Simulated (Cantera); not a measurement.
An adiabatic, constant-pressure homogeneous reactor starts with CH3OH : O2 : N2 = 1 : 1 : 3.76 (molar parts), at 1125 K and 1.01 bar.

Computed with Cantera and GRI-Mech 3.0 (53 species, 325 reactions). GRI-Mech 3.0 was tuned for natural gas; its chemistry of methanol as a main component is partial and can be far from experiment.

Question: Predict: time of steepest temperature rise; temperature at 2.00 s; equilibrium temperature; x(O2) at 2.00 s; x(CO2) at 2.00 s; x(H2) at 2.00 s; x(OH) at 2.00 s; x(O) at 2.00 s.

Answer: 
* **time of steepest temperature rise**: 32.5 ms
* **temperature at 2.00 s**: 2517 K
* **equilibrium temperature**: 2517 K
* **x(O2) at 2.00 s**: 0.000634 (gas-phase equilibrium 0.000634)
* **x(CO2) at 2.00 s**: 0.0565 (gas-phase equilibrium 0.0565)
* **x(H2) at 2.00 s**: 0.0587 (gas-phase equilibrium 0.0587)
* **x(OH) at 2.00 s**: 0.00540 (gas-phase equilibrium 0.00540)
* **x(O) at 2.00 s**: 0.000396 (gas-phase equilibrium 0.000396)
